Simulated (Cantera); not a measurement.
A freely propagating, adiabatic, planar premixed flame of H₂ : O₂ : N₂ = 1 : 0.185 : 0.815 (molar parts), unburnt at 575 K and 1.30 bar; multicomponent transport, grid criteria slope 0.08 and curve 0.16, no radiation.

Computed with Cantera and the H2/O2 subset of GRI-Mech 3.0, which has no nitrogen chemistry. Burning velocities carry a grid error of a few per cent, more on coarse grids.

x: mole fraction of selected species; z is measured from the peak of heat release.

```json
[
 {"z (mm)": "-1.03", "T (K)": "575", "u (m/s)": "6.72", "x H₂": "0.500", "x O₂": "0.0925", "x H": "<1e-8", "x O": "<1e-8", "x HO₂": "<1e-8", "x OH": "<1e-8"},
 {"z (mm)": "-0.687", "T (K)": "575", "u (m/s)": "6.72", "x H₂": "0.500", "x O₂": "0.0925", "x H": "<1e-8", "x O": "<1e-8", "x HO₂": "<1e-8", "x OH": "<1e-8"},
 {"z (mm)": "-0.515", "T (K)": "575", "u (m/s)": "6.72", "x H₂": "0.500", "x O₂": "0.0925", "x H": "<1e-8", "x O": "<1e-8", "x HO₂": "2.56e-8", "x OH": "<1e-8"},
 {"z (mm)": "-0.343", "T (K)": "575", "u (m/s)": "6.72", "x H₂": "0.500", "x O₂": "0.0925", "x H": "1.31e-7", "x O": "<1e-8", "x HO₂": "2.10e-6", "x OH": "<1e-8"},
 {"z (mm)": "-0.172", "T (K)": "620", "u (m/s)": "7.21", "x H₂": "0.495", "x O₂": "0.0918", "x H": "0.000406", "x O": "1.86e-5", "x HO₂": "0.000273", "x OH": "9.27e-5"},
 {"z (mm)": "-0.0858", "T (K)": "846", "u (m/s)": "9.66", "x H₂": "0.468", "x O₂": "0.0838", "x H": "0.00725", "x O": "0.000225", "x HO₂": "0.000156", "x OH": "0.000404"},
 {"z (mm)": "0", "T (K)": "1185", "u (m/s)": "13.2", "x H₂": "0.397", "x O₂": "0.0551", "x H": "0.0338", "x O": "0.00138", "x HO₂": "6.85e-5", "x OH": "0.00102"},
 {"z (mm)": "0.0858", "T (K)": "1419", "u (m/s)": "15.6", "x H₂": "0.328", "x O₂": "…", "x H": "0.0594", "x O": "0.00134", "x HO₂": "…", "x OH": "0.00155"},
 {"z (mm)": "0.172", "T (K)": "1523", "u (m/s)": "16.7", "x H₂": "0.308", "x O₂": "…", "x H": "0.0638", "x O": "…", "x HO₂": "…", "x OH": "0.00146"},
 {"z (mm)": "0.343", "T (K)": "1617", "u (m/s)": "17.6", "x H₂": "0.309", "x O₂": "0.000245", "x H": "0.0560", "x O": "0.000232", "x HO₂": "2.66e-7", "x OH": "0.00147"},
 {"z (mm)": "0.687", "T (K)": "1708", "u (m/s)": "18.5", "x H₂": "0.318", "x O₂": "4.59e-5", "x H": "0.0436", "x O": "0.000157", "x HO₂": "5.82e-8", "x OH": "0.00143"},
 {"z (mm)": "1.37", "T (K)": "1793", "u (m/s)": "19.3", "x H₂": "0.326", "x O₂": "2.52e-5", "x H": "0.0312", "x O": "9.20e-5", "x HO₂": "3.45e-8", "x OH": "0.00124"},
 {"z (mm)": "2.75", "T (K)": "1863", "u (m/s)": "20.0", "x H₂": "0.333", "x O₂": "1.21e-5", "x H": "0.0207", "x O": "4.49e-5", "x HO₂": "1.84e-8", "x OH": "0.000949"}
]
```

### Question
Fill in the missing entries.

### Answer

- 0.0858, x O₂: 0.0175
- 0.0858, x HO₂: 2.06e-5
- 0.172, x O₂: 0.00368
- 0.172, x O: 0.000540
- 0.172, x HO₂: 4.15e-6
